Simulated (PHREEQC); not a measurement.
A PHREEQC input (ion-association model, wateq4f.dat):

```
SOLUTION 1
  temp 20
  units mg/kgw
  pH 6.96 charge
  pe 2.2
  Na 2.12
  K 0.0125
  Ca 4
  Mg 0.862
  Cl 5.24
  S(6) 3.82 as SO4
  Alkalinity 7.83 as HCO3
  Sr 0.679
  Br 0.0125
  Si 0.037 as SiO2
  Ba 0.00758
END
USE solution 1
EQUILIBRIUM_PHASES 1
  Chalcedony 0 0
  Gypsum 0 0
  CO2(g) -2.5 10
END
```

It stops with these messages:

```
ERROR: pH adustment cannot attain charge balance when alkalinity is fixed.
ERROR: Program terminating due to input errors.
```

The fault: pH asked from the charge balance while alkalinity is fixed. The line should read `pH 6.96` where the input has `pH 6.96 charge`. With the mend the run ends at pH 6.39 and ionic strength 0.000547 mol/kgw.
